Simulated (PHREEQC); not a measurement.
Solution (30 °C): 0.0087 mol/kgw CdCl2, 0.025 mol/kgw KCl and 3.3e-05 mol/kgw HCl. Closed to the air; pH follows from the charge balance.

All values are PHREEQC results (ion-association model, phreeqc.dat), not measurements.

```csv
quantity,before,after
pH,4.54,4.87
ionic strength (mol/kgw),0.0393,0.141
Cl- (mol/kgw),0.0362,0.0381
CdCl+ (mol/kgw),0.00512,0.00323
Cd+2 (mol/kgw),0.00303,0.00268
CdCl2 (mol/kgw),0.000538,0.000285
```

**Question.** Which change was made?
A. temperature from 30 to 65 °C
B. temperature from 30 to 10 °C
C. temperature from 30 to 85 °C
D. 0.042 mol/kgw FeSO4 added
E. diluted 2-fold with water

**Answer.** D, 0.042 mol/kgw FeSO4 added

Precipitation was switched off in this run.
